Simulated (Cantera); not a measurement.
Feed: 1 mol Si, 0.95 mol Cl2, 11 mol H2, at 0.133 bar.

Cantera equilibrium calculation (NASA polynomials, part measured and part estimated; ideal gas, pure solids and liquids). Candidate condensed phases: Si; 19 gas species. Kinetics and transport are ignored.

Over these rows the condensed part is Si(s). Partial pressures as log10 of bar:

| T (K) | 1000/T (1/K) | log p SiCl2 | log p H2 | log p HCl | log p SiCl4 |
|---|---|---|---|---|---|
| 950 | 1.0526 | -4.75 | -0.90 | -2.92 | -2.42 |
| 1050 | 0.9524 | ? | -0.90 | -2.56 | -2.47 |
| 1150 | 0.8696 | -3.32 | -0.91 | -2.29 | -2.57 |
| 1250 | 0.8000 | -2.86 | -0.92 | -2.09 | -2.79 |
| 1350 | 0.7407 | -2.58 | -0.93 | -1.98 | -3.19 |
| 1450 | 0.6897 | -2.45 | -0.93 | -1.93 | -3.74 |

### Question
Fit log p(SiCl2) = a + b·(1000/T) to the five rows, give the apparent enthalpy, and predict the row at 1050 K.

### Answer
Means: 1000/T = 0.8305, log p = -3.192. Sxy = -0.520594, Sxx = 0.0796761, so b = -6.53 and a = -3.192 − (-6.53)×0.8305 = 2.23.
Apparent enthalpy: −19.145 × (-6.53) = 125 kJ/mol. With the condensed phases at unit activity, 1/2 Si(s) + 1/2 SiCl4(g) = SiCl2(g) links this pressure to the main gases: over the six rows their terms move log p by -0.66 in all, so the slope isn't that reaction's ΔH° alone. The five rows lie within 0.18 of the line; that is curvature, so one enthalpy describes this range poorly.
Prediction at 1050 K: 2.23 + (-6.53)×0.9524 = -3.99. The computed value is -3.95, 0.04 from the line.
